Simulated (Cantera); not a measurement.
## Transport properties of process gases

Gas mixture: NO : O₂ = 0.69 : 0.65 (molar parts), at 20.0 Torr, frozen composition.

Cantera's kinetic-theory transport with the Lennard-Jones parameters of GRI-Mech 3.0, ideal gas; thermal conductivity in the mixture-averaged form. The composition is frozen, though it would react at the higher temperatures.

| T (K) | ρ (kg/m³) | cp (J/kg/K) | μ (µPa s) | λ (mW/m/K) | Pr | D (cm²/s) C₂H₂ | D (cm²/s) H | D (cm²/s) OH |
|---|---|---|---|---|---|---|---|---|
| 400 | 0.0248 | 969.9 | 24.3 | 33.1 | 0.713 | 10.6 | 78.9 | 19.9 |
| 550 | 0.0181 | 1008 | 30.4 | 43.3 | 0.708 | 18.5 | 137 | 34.3 |
| 700 | 0.0142 | 1049 | 35.8 | 53.0 | 0.708 | 28.0 | 207 | 51.4 |
| 850 | 0.0117 | 1084 | 40.7 | 62.3 | 0.709 | 39.0 | 287 | 71.2 |
| 1000 | 0.00993 | 1111 | 45.3 | 71.0 | 0.709 | 51.3 | 377 | 93.3 |
| 1150 | 0.00864 | 1131 | 49.7 | 79.3 | 0.708 | 64.9 | 476 | 118 |
| 1300 | 0.00764 | 1148 | 53.8 | 87.3 | 0.707 | 79.7 | 584 | 144 |
D: mixture-averaged diffusion coefficient of that species in the mixture.
